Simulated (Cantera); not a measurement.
## Equilibrium for fluorocarbon and chlorocarbon gases: c-C₄F₈ + H₂ + F₂

Feed: 1 mol c-C₄F₈, 5.2 mol H₂, 0.012 mol F₂, at 75.0 Torr.

Cantera equilibrium calculation (NASA polynomials, part measured and part estimated; ideal gas, pure solids and liquids). Candidate condensed phases: C, C₆H₆, C₇H₈, C₈H₁₈; 110 gas species. Ions and electrons are included (thermal ionisation). The feed counts by its element totals alone. Kinetics and transport are ignored.

From 2727 °C to 2977 °C the condensed part is C(graphite). From 3227 °C to 4727 °C nothing is condensed. The main C-bearing gas is C₃ at 2727 °C and C at 4727 °C.

```json
[
 {"T (°C)": "2727", "log p HF": "-1.10", "log p H": "-1.91", "log p F": "-3.00", "log p C": "-4.30", "log p C₃": "-3.51", "log p H₂": "-2.22", "log p CF": "-3.93", "log p C₂": "-4.50", "n C(graphite)": "3.78"},
 {"T (°C)": "2977", "log p HF": "-1.16", "log p H": "-1.74", "log p F": "-2.44", "log p C": "-3.34", "log p C₃": "-2.44", "log p H₂": "-2.49", "log p CF": "-3.17", "log p C₂": "-3.41", "n C(graphite)": "2.30"},
 {"T (°C)": "3227", "log p HF": "-1.30", "log p H": "-1.60", "log p F": "-2.02", "log p C": "-2.73", "log p C₃": "-2.14", "log p H₂": "-2.75", "log p CF": "-2.78", "log p C₂": "-2.89", "n C(graphite)": "0"},
 {"T (°C)": "3477", "log p HF": "-1.48", "log p H": "-1.47", "log p F": "-1.74", "log p C": "-2.34", "log p C₃": "-2.31", "log p H₂": "-2.95", "log p CF": "-2.66", "log p C₂": "-2.72", "n C(graphite)": "0"},
 {"T (°C)": "3727", "log p HF": "-1.76", "log p H": "-1.40", "log p F": "-1.58", "log p C": "-2.05", "log p C₃": "-2.62", "log p H₂": "-3.20", "log p CF": "-2.71", "log p C₂": "-2.68", "n C(graphite)": "0"},
 {"T (°C)": "3977", "log p HF": "-2.11", "log p H": "-1.36", "log p F": "-1.50", "log p C": "-1.88", "log p C₃": "-3.13", "log p H₂": "-3.48", "log p CF": "-2.89", "log p C₂": "-2.80", "n C(graphite)": "0"},
 {"T (°C)": "4227", "log p HF": "-2.48", "log p H": "-1.34", "log p F": "-1.47", "log p C": "-1.80", "log p C₃": "-3.81", "log p H₂": "-3.77", "log p CF": "-3.16", "log p C₂": "-3.06", "n C(graphite)": "0"},
 {"T (°C)": "4477", "log p HF": "-2.83", "log p H": "-1.34", "log p F": "-1.46", "log p C": "-1.77", "log p C₃": "-4.54", "log p H₂": "-4.04", "log p CF": "-3.46", "log p C₂": "-3.38", "n C(graphite)": "0"},
 {"T (°C)": "4727", "log p HF": "-3.15", "log p H": "-1.34", "log p F": "-1.45", "log p C": "-1.76", "log p C₃": "-5.24", "log p H₂": "-4.29", "log p CF": "-3.75", "log p C₂": "-3.69", "n C(graphite)": "0"}
]
```
log p: log10 of the partial pressure in bar; n: condensed amount in mol.
